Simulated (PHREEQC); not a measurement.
# Copper plating or etch bath (model solution)

A solution holds 0.15 mol CuCl2, 0.0083 mol H2SO4 and 0.76 mol KCl per kg of water, at 50 °C. It is in equilibrium with CO2 at log p = 0 (atm). Otherwise closed; pH follows from the charge balance.

Model: ion-association model, phreeqc.dat, run in PHREEQC.

Precipitation was switched off in this run.

### Question
What pH, density does the model give?

### Answer
pH 1.94; density 1.038 g/cm³.

### Question
In which forms is S present?

### Answer
KSO4- 39 %, SO4-2 37 %, HSO4- 14 %, CuSO4 10 % of the S.

The ionic strength is past about 0.7 mol/kgw, beyond the range of this activity model, so the values are rough. At this temperature some constants are extrapolated from 25 °C, and those without enthalpy data are left unchanged.
